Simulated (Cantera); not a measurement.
Charge: 1 mol SiC, 0.11 mol Si, 0.057 mol H2, at 2398 K and 133 Pa.

Equilibrium computed with Cantera from the NASA thermochemical tables; the gas is ideal and each condensed phase is pure. Candidate condensed phases: C, C6H6, C7H8, C8H18, Si, SiC; 87 gas species. Gases not in the tables: Si2H6 and higher silanes. Rates play no part.

Base state: Si 0.522, H2 0.192, H 0.189, Si2C 0.0567, SiC2 0.0328, Si2 0.00387, SiH 0.00259, C2H2 (acetylene) 0.000437 (mole fractions); condensed: SiC(s).

Problem. What changes in the equilibrium state with this change: 0.0074 mol CO2 added?

Solution. 
| species | before | after |
|---|---|---|
| Si | 0.522 | 0.495 |
| H | 0.189 | 0.176 |
| H2 | 0.192 | 0.167 |
| CO | 0 | 0.0633 |
| SiC2 | 0.0328 | 0.0346 |
| Si2C | 0.0567 | 0.0537 |
| SiO | 0 | 0.00345 |
| SiH2 | 4.35e-5 | 3.59e-5 |
| C3 | 1.34e-5 | 1.58e-5 |
| SiC(s), mol | 0.976 | 0.966 |
Further candidate phases: H2O, SiO2.

Problem. What changes in the equilibrium state with this change: pressure from 133 Pa to 19000 Pa?

Solution. 
| species | before | after |
|---|---|---|
| H2 | 0.192 | 0.950 |
| H | 0.189 | 0.0352 |
| Si | 0.522 | 0.0113 |
| SiC2 | 0.0328 | 7.48e-5 |
| Si2C | 0.0567 | 0.00122 |
| C3 | 1.34e-5 | 3.24e-9 |
| C | 1.66e-5 | 3.79e-8 |
| SiC | 7.99e-5 | 5.61e-7 |
| C2H | 2.46e-5 | 4.85e-7 |
| SiC(s), mol | 0.976 | 1.000 |
| Si(l), mol | 0 | 0.109 |
Mutual solubility and eutectic melting of coexisting phases are not modelled.
